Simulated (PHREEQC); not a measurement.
Consider water at 25 °C with 0.00094 mol H4SiO4 per kg of water. Closed to the air; pH follows from the charge balance.

Computed with PHREEQC (Pitzer model, pitzer.dat).

```json
[
 {"quantity": "pH", "before": "6.41", "after": "6.71"},
 {"quantity": "ionic strength (mol/kgw)", "before": "3.86e-7", "after": "1.95e-7"},
 {"quantity": "H3SiO4- (mol/kgw)", "before": "3.60e-7", "after": "1.43e-7"},
 {"quantity": "SI of SiO2(a) (SiO2)", "before": "-0.37", "after": "-1.06"}
]
```

Q: Which change was made?
A) H4SiO4 from 0.00094 to 0.000846 mol/kgw
B) diluted 5-fold with water
C) temperature from 25 to 80 °C
D) H4SiO4 replaced by Na2SiO3 at the same molality
E) temperature from 25 to 75 °C

A: B, diluted 5-fold with water

This is a speciation only: nothing precipitates in the calculation.
